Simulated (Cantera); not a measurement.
Feed: 1 mol Si2Cl6, 0.0053 mol Cl2, 66 mol H2, held at 1402 °C and 56.0 mbar.

Cantera equilibrium calculation (NASA polynomials, part measured and part estimated; ideal gas, pure solids and liquids). Candidate condensed phases: Si; 19 gas species. The feed counts by its element totals alone. The tables' values for SiCl3, SiCl are old estimates; treat these amounts as uncertain. Gases not in the tables: Si2H6 and higher silanes. Kinetics and transport are ignored.

Base state: H2 0.926, HCl 0.0592, SiCl2 0.0136, H 0.000472, SiCl3 0.000181, Cl 2.35e-5, SiCl 2.16e-5, SiHCl3 1.41e-5 (mole fractions); condensed: Si(s).

Q: What changes in the equilibrium state with this change: temperature from 1402 °C to 927 °C?

A: 
```
species       before    after
----------  --------  -------
H2             0.926    0.940
HCl           0.0592   0.0457
SiCl2         0.0136  0.00524
SiCl         2.16e-5  4.90e-9
SiH2         1.04e-5  1.12e-8
SiCl4        4.99e-6  0.00463
Cl           2.35e-5  3.41e-8
H           0.000472  8.09e-7
Si(s), mol      1.04     1.02
```
The tables' values for SiCl3 are old estimates; treat these amounts as uncertain.

Q: What changes in the equilibrium state with this change: temperature from 1402 °C to 975 °C?

A: 
| species | before | after |
|---|---|---|
| H2 | 0.926 | 0.935 |
| HCl | 0.0592 | 0.0520 |
| SiCl2 | 0.0136 | 0.00727 |
| SiCl | 2.16e-5 | 1.70e-8 |
| SiCl4 | 4.99e-6 | 0.00267 |
| SiH2 | 1.04e-5 | 2.83e-8 |
| Si(s), mol | 1.04 | 1.08 |
The tables' values for SiCl3 are old estimates; treat these amounts as uncertain.
